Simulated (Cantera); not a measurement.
Feed: 1 mol MgO, 13 mol HCl, 1.9 mol O2, at 1123 K and 21.0 Pa.

Equilibrium computed with Cantera from the NASA thermochemical tables; the gas is ideal and each condensed phase is pure. The numbers say what is thermodynamically allowed, not how fast it happens.

```csv
species,before,after
HCl,0.817,0.490
Cl,0.0182,0.211
H2O,0.0293,0.159
Cl2,0.0174,7.44e-5
MgCl2,0.00284,0.0601
O2,0.115,0.0662
H,<1e-9,0.00163
H2,1.37e-8,0.00289
MgCl,<1e-9,9.21e-5
Mg,<1e-9,8.41e-5
O,1.03e-7,0.00273
OH,3.78e-6,0.00628
"MgO(s), mol",0.958,0.0454
```
Gas species are given as mole fractions.

What was changed between the two runs?
A. temperature from 1123 K to 1275 K
B. temperature from 1123 K to 1825 K
C. pressure from 21.0 Pa to 9.30 mbar
D. pressure from 21.0 Pa to 3.10 Pa

B, temperature from 1123 K to 1825 K
